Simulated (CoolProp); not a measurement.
A Linde-Hampson liquefier for carbon monoxide: isothermal reversible compression at 290 K from 1 atm to 20 MPa, throttling to 1 atm, return gas leaving the recuperator 10 K below the feed. Each further row changes one setting.

The numbers come from the reference Helmholtz-energy equation of state, Lemmon 2006 in CoolProp. It is a short technical equation, of lower accuracy than the large ones.

```json
[
 {"case": "as stated", "liquid yield per pass": "?", "compression work (kJ/kg of gas)": "453"},
 {"case": "high pressure 40 MPa", "liquid yield per pass": "?", "compression work (kJ/kg of gas)": "519"},
 {"case": "warm-end temperature 320 K", "liquid yield per pass": "?", "compression work (kJ/kg of gas)": "?"},
 {"case": "warm-end gap 15 K", "liquid yield per pass": "0.060", "compression work (kJ/kg of gas)": "453"}
]
```

**Question.** Complete the blanks.

**Answer.** 
- as stated, liquid yield per pass: 0.071
- high pressure 40 MPa, liquid yield per pass: 0.095
- warm-end temperature 320 K, liquid yield per pass: 0.048
- warm-end temperature 320 K, compression work (kJ/kg of gas): 503
